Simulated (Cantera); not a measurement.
A closed system holds: 1 mol Si, 0.12 mol CO2, 250 mol N2, equilibrated at 1825 °C and 1.00 Torr.

Equilibrium computed with Cantera from the NASA thermochemical tables; the gas is ideal and each condensed phase is pure. Candidate condensed phases: C, Si, SiC, SiO2, Si2N2O, Si3N4; 34 gas species. The tables' values for SiN are old estimates; treat these amounts as uncertain. Equilibrium is a limit: real reactors are often held back by kinetics, nucleation or transport.

Base state: N2 0.996, Si 0.00347, SiO 0.000478, CO 0.000477, SiN 2.63e-5 (mole fractions); condensed: gas only.

Problem. What changes in the equilibrium state with this change: N2 from 250 to 8.5 mol?

Solution. 
```
species    before     after
-------  --------  --------
N2          0.996     0.890
Si        0.00347    0.0802
SiO      0.000478    0.0153
Si3       1.16e-8  0.000143
Si2C      3.40e-7   0.00269
```
